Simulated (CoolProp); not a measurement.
R507A along the isotherm 105.65 °C: Z from the reference equation and from simpler models built on Tc = 70.6 °C, pc = 3705 kPa, ω = 0.286; each cubic takes its own stable root.

Computed with CoolProp (reference Helmholtz-energy equation of state, Lemmon 2003). It is a pseudo-pure fit of the blend.

```csv
p (kPa),phase,reference,Redlich-Kwong,Soave-Redlich-Kwong,Peng-Robinson
58.6,gas,0.9959,0.9959,0.9962,0.9956
91.2,gas,0.9936,0.9937,0.9940,0.9932
142,gas,0.9901,0.9901,0.9907,0.9894
221,gas,0.9845,0.9846,0.9855,0.9834
344,gas,0.9758,0.9759,0.9773,0.9741
536,gas,0.9620,0.9621,0.9644,0.9595
835,gas,0.9402,0.9403,0.9440,0.9364
1300,gas,0.9054,0.9053,0.9114,0.8998
2020,gas,0.8487,0.8480,___,___
3150,gas,0.7520,0.7483,0.7689,___
4910,supercritical,___,0.5588,0.6115,0.5802
7640,supercritical,0.3966,0.4358,0.4801,0.4458
11900,supercritical,___,0.5314,0.5570,___
18500,supercritical,0.6403,0.7123,0.7322,0.6640
```

Task: Complete the blanks.

Result: 
- 2020, Soave-Redlich-Kwong: 0.8586
- 2020, Peng-Robinson: 0.8413
- 3150, Peng-Robinson: 0.7440
- 4910, reference: 0.5768
- 11900, reference: 0.4705
- 11900, Peng-Robinson: 0.5086
